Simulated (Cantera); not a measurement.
Charge: 1 mol B2O3, 8 mol Cl2, 26 mol N2, at 0.00100 bar.

Cantera equilibrium calculation (NASA polynomials, part measured and part estimated; ideal gas, pure solids and liquids). Candidate condensed phases: B, BN, B2O3; 25 gas species. Rates play no part.

Q: Which condensed phases are stable at each of these points (T (K)): 1000, 1075, 1150, 1225, 1300, 1375, 1450, 1525, 1600, 1675, 1750?

A: 
| T (K) | condensed phases | B condensed (%) |
|---|---|---|
| 1000 | B2O3(l) | 100.0 |
| 1075 | B2O3(l) | 99.9 |
| 1150 | B2O3(l) | 99.6 |
| 1225 | B2O3(l) | 98.8 |
| 1300 | B2O3(l) | 96.4 |
| 1375 | B2O3(l) | 87.3 |
| 1450 | B2O3(l) | 52.2 |
| 1525 | gas only | 0.0 |
| 1600 | gas only | 0.0 |
| 1675 | gas only | 0.0 |
| 1750 | gas only | 0.0 |

From 1000 K to 1450 K the condensed part is B2O3(l). From 1525 K to 1750 K nothing is condensed.
